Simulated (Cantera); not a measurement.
Feed: 1 mol PbO, 1.3 mol CO, equilibrated at 0.100 bar.

Cantera equilibrium calculation (NASA polynomials, part measured and part estimated; ideal gas, pure solids and liquids). Candidate condensed phases: C, Pb, PbO, PbO2, Pb3O4; 15 gas species. Rates play no part. All values below are at 1500 K.

Base state: CO2 0.579, Pb 0.246, CO 0.175, PbO 0.000805, Pb2 0.000103 (mole fractions); condensed: Pb(l).

Q: What changes in the equilibrium state with this change: pressure from 0.100 bar to 0.00133 bar?

A: 
| species | before | after |
|---|---|---|
| CO2 | 0.579 | 0.433 |
| Pb | 0.246 | 0.433 |
| CO | 0.175 | 0.132 |
| Pb2 | 0.000103 | 4.27e-6 |
| PbO | 0.000805 | 0.00141 |
| Pb(l), mol | 0.575 | 0 |
